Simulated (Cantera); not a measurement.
Feed: 1 mol C₂F₆, 0.25 mol F₂, at 2548 K.

Method: chemical equilibrium by Gibbs-energy minimisation in Cantera with the NASA 1993 tables (ideal gas, pure condensed phases). Candidate condensed phases: C; 13 gas species. The feed counts by its element totals alone. The tables' values for C₂F₄ are old estimates; treat these amounts as uncertain. Gases not in the tables: C₂F₆ and larger saturated fluorocarbons. The numbers say what is thermodynamically allowed, not how fast it happens.

log p: log10 of the partial pressure in bar; n: condensed amount in mol.

| P (Pa) | log p F | log p CF₄ | log p CF₂ | log p C₃ | log p CF₃ | log p CF | log p C | n C(graphite) |
|---|---|---|---|---|---|---|---|---|
| 1 | -5.06 | -15.65 | -8.27 | -6.17 | -13.03 | -6.55 | -6.56 | (withheld) |
| 3.60 | -4.48 | -13.25 | -7.05 | -5.99 | -11.22 | -5.90 | -6.50 | (withheld) |
| 13 | -3.91 | -10.98 | -5.91 | -5.99 | -9.52 | -5.33 | -6.50 | 1.52 |
| 46 | -3.37 | -8.82 | -4.83 | -5.99 | -7.89 | -4.79 | -6.50 | 1.52 |
| 170 | -2.83 | -6.67 | -3.75 | -5.99 | -6.29 | -4.26 | -6.50 | (withheld) |
| 600 | -2.37 | -4.81 | -2.82 | -5.99 | -4.89 | -3.79 | -6.50 | (withheld) |
| 2200 | -1.93 | -3.16 | -2.04 | -6.26 | -3.67 | -3.45 | -6.59 | 0 |
| 7700 | -1.54 | -1.83 | -1.51 | -7.04 | -2.74 | -3.31 | -6.85 | 0 |
| 28000 | -1.34 | -0.92 | -0.98 | -6.60 | -2.02 | -2.97 | -6.70 | 0 |
| 100000 | -1.22 | -0.22 | -0.53 | -5.99 | -1.44 | -2.64 | -6.50 | (withheld) |

Problem. Some entries are withheld; supply them.

Solution. 
- 1, n C(graphite): 0
- 3.60, n C(graphite): 1.07
- 170, n C(graphite): 1.18
- 600, n C(graphite): 0.538
- 100000, n C(graphite): 0.0803
